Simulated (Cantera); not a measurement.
Charge: 1 mol SiH2Cl2, 0.89 mol N2O, 0.31 mol H2, at 18.0 Torr.

Cantera equilibrium calculation (NASA polynomials, part measured and part estimated; ideal gas, pure solids and liquids). Candidate condensed phases: H2O, NH4Cl, Si, SiO2, Si2N2O, Si3N4; 47 gas species. The tables' values for SiCl3, SiCl are old estimates; treat these amounts as uncertain. The tables hold silica as quartz up to 1696 K and as liquid above; real silica turns to tridymite and cristobalite and melts near 1996 K. Equilibrium is a limit: real reactors are often held back by kinetics, nucleation or transport. All values below are at 1773 K.

Base state: HCl 0.391, N2 0.233, SiO 0.166, H2 0.147, SiCl2 0.0560, SiCl3 0.00504, Cl 0.00144, SiCl4 0.000771 (mole fractions); condensed: SiO2(condensed).

What changes in the equilibrium state with this change: pressure from 18.0 Torr to 1.00 Torr?


```csv
species,before,after
HCl,0.391,0.425
N2,0.233,0.217
SiO,0.166,0.217
H2,0.147,0.105
SiCl2,0.0560,0.0260
SiHCl3,6.79e-5,1.90e-6
SiCl4,0.000771,3.27e-5
SiCl3,0.00504,0.000707
Cl,0.00144,0.00784
"SiO2(condensed), mol",0.127,0
```
